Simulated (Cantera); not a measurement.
## Equilibrium for carbothermic reduction: Ta2O5 + CO

A closed system holds: 1 mol Ta2O5, 1.1 mol CO, equilibrated at 1700 K and 15.0 mbar.

Method: chemical equilibrium by Gibbs-energy minimisation in Cantera with the NASA 1993 tables (ideal gas, pure condensed phases). Candidate condensed phases: C, Ta, TaC, Ta2O5; 15 gas species. Mutual solubility and eutectic melting of coexisting phases are not modelled. TaC: taken at fixed stoichiometry. Condensed phases not in the tables: Ta2C. Kinetics and transport are ignored.

The x(CO) is 0.999. The x(CO2) comes out as 0.000617, the n(TaC(s)) comes out as 0.000194 mol and the n(Ta2O5(s)) is 1.000 mol. The gas amount is 1.100 mol and the log10 activity of Ta(s) (absent) is -1.85. The log10 activity of C(graphite) (absent) is -2.46.
